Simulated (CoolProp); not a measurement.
A Linde-Hampson liquefier for carbon monoxide: isothermal reversible compression at 230 K from 1 atm to 20 MPa, throttling to 1 atm, return gas leaving the recuperator 10 K below the feed. Each further row changes one setting.

Values from CoolProp's reference Helmholtz-energy equation of state, Lemmon 2006. It is a short technical equation, of lower accuracy than the large ones.

```
case                        liquid yield per pass  compression work (kJ/kg of gas)
--------------------------  ---------------------  -------------------------------
as stated                                       …                              348
high pressure 40 MPa                        0.186                                …
warm-end temperature 260 K                  0.105                                …
warm-end gap 15 K                               …                              348
```

### Question
Fill in the missing entries.

### Answer

- as stated, liquid yield per pass: 0.156
- high pressure 40 MPa, compression work (kJ/kg of gas): 399
- warm-end temperature 260 K, compression work (kJ/kg of gas): 401
- warm-end gap 15 K, liquid yield per pass: 0.144
